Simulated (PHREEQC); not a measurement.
Make-up at 20 °C: 0.026 mol/kgw KOH, 7.6e-05 mol/kgw H4SiO4 and 1.44e-05 mol/kgw K3PO4. Closed to the air; pH follows from the charge balance.

All values are PHREEQC results (ion-association model, wateq4f.dat), not measurements.

**Question.** The ionic strength comes out as 0.0261 mol/kgw. What activity coefficients do OH-, H3SiO4-, PO4-3, H2SiO4-2, K+ get?

**Answer.** OH- 0.85, H3SiO4- 0.86, PO4-3 0.26, H2SiO4-2 0.56, K+ 0.85.

No solid was allowed to form. Complexes and solids missing from the database can't appear. H3PO4, which wateq4f.dat lacks, is added to it with the constant of phreeqc.dat.
